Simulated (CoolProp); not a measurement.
The numbers come from the reference Helmholtz-energy equation of state, Thol 2019 in CoolProp.

Q: Give the vapour pressure (MPa), liquid density (kg/m³), vapour density (kg/m³), liquid cp (kJ/(kg K)) of saturated dodecamethylpentasiloxane (MD3M) at 282.35 °C.

A: 
| T (°C) | p (MPa) | liquid density (kg/m³) | vapour density (kg/m³) | liquid cp (kJ/(kg K)) |
|---|---|---|---|---|
| 282.35 | 0.295 | 578 | 32.1 | 2.30 |
